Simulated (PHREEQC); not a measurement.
Make-up at 25 °C: 130 mmol/kgw HF and 0.17 mmol/kgw (CH3)4NF. It is in equilibrium with CO2 at log p = -3.5 (atm). Otherwise closed; pH follows from the charge balance.

All values are PHREEQC results (ion-association model, phreeqc.dat), not measurements.

Each row changes one thing in this solution. No solid was allowed to form.

```csv
case,pH,ionic strength (mol/kgw),HF (mol/kgw),F- (mol/kgw),HF2- (mol/kgw),HCO3- (mol/kgw)
as made,1.98,0.0118,0.115,0.00817,0.00360,5.05e-10
HF from 0.13 to 0.026 mol/kgw,2.41,0.00431,0.0215,0.00398,0.000329,1.32e-9
HF from 0.13 to 0.013 mol/kgw,2.59,0.00290,0.0102,0.00279,0.000109,1.96e-9
(CH3)4NF from 0.00017 to 0.00085 mol/kgw,1.99,0.0121,0.115,0.00842,0.00372,5.20e-10
0.0013 mol/kgw LiCl added,1.98,0.0131,0.115,0.00820,0.00361,5.07e-10
HF from 0.13 to 0.195 mol/kgw,1.85,0.0157,0.173,0.00944,0.00628,3.85e-10
0.0082 mol/kgw KOH added,2.14,0.0164,0.109,0.0116,0.00483,7.50e-10
```

(CH3)4N+ isn't in the database: it is added as a free cation with an ion size of 4 Å.
